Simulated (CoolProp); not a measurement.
500 sccm (0 °C, 1 atm) of nitrogen bubbles through liquid octamethyltrisiloxane (MDM) at 353.9 K and leaves saturated at a total pressure of 0.15 MPa (ideal gas phase). Each further row changes one setting.

The numbers come from the reference Helmholtz-energy equation of state, Thol 2017 in CoolProp.

```csv
case,vapour pressure (kPa),mole fraction of vapour,delivery (mg/min),delivery (sccm),change of delivery for a bath 1 K warmer (%)
as stated,9.37,0.0625,352,(withheld),(withheld)
bath temperature 358.9 K,11.5,(withheld),(withheld),41.6,(withheld)
total pressure 0.3 MPa,9.37,(withheld),(withheld),(withheld),4.4
```

Fill in the missing entries.


- as stated, delivery (sccm): 33.3
- as stated, change of delivery for a bath 1 K warmer (%): 4.6
- bath temperature 358.9 K, mole fraction of vapour: 0.0768
- bath temperature 358.9 K, delivery (mg/min): 439
- bath temperature 358.9 K, change of delivery for a bath 1 K warmer (%): 4.5
- total pressure 0.3 MPa, mole fraction of vapour: 0.0312
- total pressure 0.3 MPa, delivery (mg/min): 170
- total pressure 0.3 MPa, delivery (sccm): 16.1
